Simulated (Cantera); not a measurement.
Input: 1 mol Si₂H₆, 6.2 mol CO₂, 7.7 mol H₂, equilibrated at 1477 °C and 0.100 bar.

Cantera equilibrium calculation (NASA polynomials, part measured and part estimated; ideal gas, pure solids and liquids). Candidate condensed phases: C, C₆H₆, C₇H₈, C₈H₁₈, H₂O, Si, SiC, SiO₂; 123 gas species. The feed counts by its element totals alone. The tables hold silica as quartz up to 1696 K and as liquid above; real silica turns to tridymite and cristobalite and melts near 1996 K. Gases not in the tables: Si(OH)₄. Rates play no part.

Base state: H₂ 0.523, CO 0.347, H₂O 0.110, CO₂ 0.0202, H 0.000532, SiO 3.81e-5 (mole fractions); condensed: SiO₂(condensed).

Q: What changes in the equilibrium state with this change: temperature from 1477 °C to 450 °C?

A: 
```tsv
species	before	after
H₂	0.523	0.409
H₂O	0.110	0.285
CO₂	0.0202	0.183
CO	0.347	0.0341
CH₄	1.51e-9	0.0891
SiO	3.81e-5	<1e-9
H	0.000532	<1e-9
SiO₂(condensed), mol	2.00	0
C(graphite), mol	0	2.45
SiO₂(α-quartz), mol	0	2.00
```
